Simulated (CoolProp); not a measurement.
R11 along the isobar 3910 kPa: Z from the reference equation and from simpler models built on Tc = 471.1 K, pc = 4408 kPa, ω = 0.189; each cubic takes its own stable root.

Model: reference Helmholtz-energy equation of state, Jacobsen 1992, in CoolProp.

```
T (K)   phase  reference  Redlich-Kwong  Soave-Redlich-Kwong
-----  ------  ---------  -------------  -------------------
419.1  liquid     0.1355         0.1550               0.1500
429.2  liquid     0.1376         0.1595               0.1544
439.3  liquid     0.1411         0.1664               0.1610
449.4  liquid     0.1469         0.1776               0.1718
459.5  liquid     0.1595         0.2022               0.1945
469.6     gas     0.5406         0.5591               0.5578
479.8     gas     0.6084         0.6154               0.6206
489.9     gas     0.6545         0.6557               0.6646
500       gas     0.6903         0.6878               0.6994
```
